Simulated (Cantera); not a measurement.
Feed: 1 mol TiO2, 3 mol CO, 16 mol H2, at 2300 K and 38.0 mbar.

Equilibrium computed with Cantera from the NASA thermochemical tables; the gas is ideal and each condensed phase is pure. Candidate condensed phases: C, C6H6, C7H8, C8H18, H2O, Ti, TiC, TiO, TiO2, Ti2O3, Ti3O5, Ti4O7; 113 gas species. Rates play no part.

Base state: H2 0.785, CO 0.154, H 0.0440, H2O 0.0165, CO2 0.000577, TiO 0.000198, OH 0.000149, TiO2 0.000132 (mole fractions); condensed: Ti3O5(l).

What changes in the equilibrium state with this change: CO from 3 to 16 mol?


```tsv
species	before	after
CO	0.154	0.490
H2	0.785	0.466
H	0.0440	0.0339
H2O	0.0165	0.00862
TiO	0.000198	0.000216
CO2	0.000577	0.00162
OH	0.000149	0.000101
TiO2	0.000132	0.000127
Ti3O5(l), mol	0.331	0.330
```

What changes in the equilibrium state with this change: temperature from 2300 K to 1000 K?


| species | before | after |
|---|---|---|
| H2 | 0.785 | 0.839 |
| CO | 0.154 | 0.156 |
| CH4 | <1e-9 | 0.00252 |
| H | 0.0440 | 1.07e-8 |
| H2O | 0.0165 | 0.00199 |
| TiO | 0.000198 | <1e-9 |
| OH | 0.000149 | <1e-9 |
| TiO2 | 0.000132 | <1e-9 |
| CO2 | 0.000577 | 0.000530 |
| Ti3O5(l), mol | 0.331 | 0 |
| TiO2(rutile), mol | 0 | 1.00 |

What changes in the equilibrium state with this change: 0.32 mol H2O added?


```tsv
species	before	after
H2	0.785	0.772
CO	0.154	0.151
H	0.0440	0.0436
H2O	0.0165	0.0317
TiO2	0.000132	0.000165
O	5.70e-6	1.11e-5
OH	0.000149	0.000289
Ti3O5(l), mol	0.331	0.331
```
